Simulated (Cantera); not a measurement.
**Diamond growth**

A diamond (100) surface in a fixed gas of H2 with x(CH4) = 0.019, x(H) = 0.00099, x(CH3) = 0.00019, at 1050 K; coverages are run to steady state.

Model: the Harris–Goodwin 1993 mechanism for the reconstructed diamond (100) surface, integrated in Cantera.

| P (Pa) | growth (µm/h) | θ c6HH | θ c6H* | θ c6*H | θ c6** | θ c6HM |
|---|---|---|---|---|---|---|
| 450 | 0.0782 | 0.551 | 0.0223 | 0.400 | 0.0115 | 0.00997 |
| 740 | 0.182 | 0.547 | 0.0222 | 0.397 | 0.0114 | 0.0150 |
| 1200 | 0.405 | 0.542 | 0.0219 | 0.393 | 0.0113 | 0.0216 |
| 2000 | 0.912 | 0.536 | 0.0217 | 0.388 | 0.0112 | 0.0300 |
| 3400 | 2.00 | 0.528 | 0.0213 | 0.382 | 0.0110 | 0.0395 |
| 5600 | 3.97 | 0.521 | 0.0211 | 0.377 | 0.0109 | 0.0481 |
| 9200 | 7.47 | 0.516 | 0.0208 | 0.373 | 0.0107 | 0.0553 |
| 15000 | 13.3 | 0.512 | 0.0207 | 0.369 | 0.0106 | 0.0608 |
θ: site fractions in the mechanism's names (c6HH fully hydrogenated, c6H* and c6*H radical sites, c6** diradical, c6HM methylated).
